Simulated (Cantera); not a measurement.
Feed: 1 mol CaO, 22 mol HF, equilibrated at 1300 K and 7.50 Torr.

Equilibrium computed with Cantera from the NASA thermochemical tables; the gas is ideal and each condensed phase is pure. Candidate condensed phases: Ca, CaF₂, CaO, Ca(OH)₂, H₂O; 29 gas species. Equilibrium is a limit: real reactors are often held back by kinetics, nucleation or transport.

Base state: HF 0.952, H₂O 0.0476, H₂ 1.54e-5 (mole fractions); condensed: CaF₂(s).

Question: What changes in the equilibrium state with this change: CaO replaced by B₂O₃?

Answer: 
```csv
species,before,after
HF,0.952,0.777
H₂O,0.0476,0.129
BF₃,0,0.0826
BOF,0,0.0109
HBO₂,0,0.000555
B₃O₃F₃,0,2.89e-5
H₂,1.54e-5,3.02e-5
O₂,7.24e-6,1.38e-5
"CaF₂(s), mol",1.000,0
```
Gases not in the tables: H₃BO₃. Further candidate phases: B, B₂O₃, B₃O₃H₃.
